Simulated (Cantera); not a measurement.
Feed: 1 mol AlCl3, 1.3 mol O2, 8.3 mol H2, 0.93 mol NH3, equilibrated at 1998 K and 0.133 bar.

Cantera equilibrium calculation (NASA polynomials, part measured and part estimated; ideal gas, pure solids and liquids). Candidate condensed phases: Al, AlCl3, AlN, Al2O3, H2O, NH4Cl; 45 gas species. Gases not in the tables: Al(OH)3. Equilibrium is a limit: real reactors are often held back by kinetics, nucleation or transport.

Base state: H2 0.606, HCl 0.256, H2O 0.0941, N2 0.0398, H 0.00342, Cl 0.00107, OH 5.29e-5, AlCl 1.85e-5 (mole fractions); condensed: Al2O3(s).

### Question
What changes in the equilibrium state with this change: pressure from 0.133 bar to 0.430 bar?

### Answer
| species | before | after |
|---|---|---|
| H2 | 0.606 | 0.607 |
| HCl | 0.256 | 0.256 |
| H2O | 0.0941 | 0.0942 |
| H | 0.00342 | 0.00191 |
| N2 | 0.0398 | 0.0398 |
| AlCl3 | 9.43e-6 | 1.70e-5 |
| OH | 5.29e-5 | 2.94e-5 |
| Cl | 0.00107 | 0.000599 |
| AlCl | 1.85e-5 | 1.03e-5 |
| Al2O3(s), mol | 0.500 | 0.500 |
